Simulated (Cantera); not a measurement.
Cantera run:

```python
import numpy as np
import cantera as ct

gas_names = """
    B BF BF2 BF3 BH BHF2 BH2 BH3 BN B2 F F2 H HF H2 H2F2 H3F3 H4F4 H5F5 H6F6 H7F7 N NF NF2 NF3 NH NH2
    NH3 N2 N2H2 N2H4
""".split()
cond_names = """
    B(b) B(L) BN(s)
""".split()


def load(file, names, dense=False):
    # The tables refer to 1 bar. Condensed volumes are neglected.
    table = {s.name: s for s in ct.Species.list_from_file(file)}
    out = []
    for n in names:
        d = dict(table[n].input_data)
        d["thermo"] = dict(d["thermo"], **{"reference-pressure": 1e5})
        if dense:
            d["equation-of-state"] = {"model": "constant-volume", "density": "1e6 g/cm^3"}
        out.append(ct.Species.from_dict(d))
    return out


gas = ct.Solution(thermo="ideal-gas", species=load("nasa_gas.yaml", gas_names))
cond = {s.name: ct.Solution(thermo="fixed-stoichiometry", species=[s], name=s.name)
        for s in load("nasa_condensed.yaml", cond_names, dense=True)}
atoms = {
    'BN': {'B': 1, 'N': 1},
    'HF': {'H': 1, 'F': 1},
    'N2': {'N': 2},
}
top_T = {'BN(s)': 3200}  # K; cautious upper limits of use, not melting points


def equilibrate(T, P, feed):
    n = {}
    for name, mol in feed.items():
        for a, k in atoms[name].items():
            n[a] = n.get(a, 0.0) + k * mol
    gas.TPX = T, P, n
    mass = sum(n.values()) * gas.mean_molecular_weight
    gas.equilibrate("TP")
    valid = [c for c in cond.values() if c.min_temp <= T <= top_T.get(c.name, c.max_temp)]
    mix = ct.Mixture([(gas, mass / gas.mean_molecular_weight)] + [(c, 0.0) for c in valid])
    mix.T, mix.P = T, P
    mix.equilibrate("TP", solver="vcs", rtol=1e-11, max_steps=5000)
    return mix


results = []
feed = {'BN': 1, 'HF': 57, 'N2': 0.42}  # mol
T = 1898.15  # K
P = 10000  # Pa
mix = equilibrate(T, P, feed)
results.append((T, P, feed, dict(zip(mix.species_names, mix.species_moles))))
x = sorted(zip(gas.X, gas.species_names), reverse=True)
print(f"T = {T:g} K  P = {P:g} Pa  gas = {mix.phase_moles(0):.4g} mol")
print("   x: " + "  ".join(f"{s} {v:.3e}" for v, s in x if v > 0.0001))
print("   condensed (mol): " + ("  ".join(f"{mix.phase(i).name} {mix.phase_moles(i):.4g}"
      for i in range(1, mix.n_phases) if mix.phase_moles(i) > 1e-12) or "none"))
```

Output:

```
T = 1898.15 K  P = 10000 Pa  gas = 57.43 mol
   x: HF 9.403e-01  H2 2.590e-02  BF3 1.736e-02  N2 1.602e-02  H 3.982e-04
   condensed (mol): none
```

Method: chemical equilibrium by Gibbs-energy minimisation in Cantera with the NASA 1993 tables (ideal gas, pure condensed phases). The tables' values for BF2 are old estimates; treat these amounts as uncertain.
